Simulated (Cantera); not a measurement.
Cantera with NASA thermochemical tables; ideal gases at 1 bar, condensed phases pure. Values are per mole of reaction as written; species without (g) are pure solids or liquids, kept so even where they would boil at 1 bar.

### Question
Between 1573 and 2173 K, where is each reaction favourable under standard conditions?
- H₂(g) + NiS ⇌ Ni + H₂S(g)
- 2 H(g) + NiS ⇌ H₂S(g) + Ni

### Answer
- H₂(g) + NiS ⇌ Ni + H₂S(g): ΔG° is 22 kJ at 1573 K and 24 kJ at 2173 K; it stays positive (K < 1). ΔH° is 16 kJ and ΔS° -4 J/K at 2173 K.
- 2 H(g) + NiS ⇌ H₂S(g) + Ni: ΔG° is -243 kJ at 1573 K and -169 kJ at 2173 K; it stays negative (K > 1). ΔH° is -439 kJ and ΔS° -124 J/K at 2173 K.
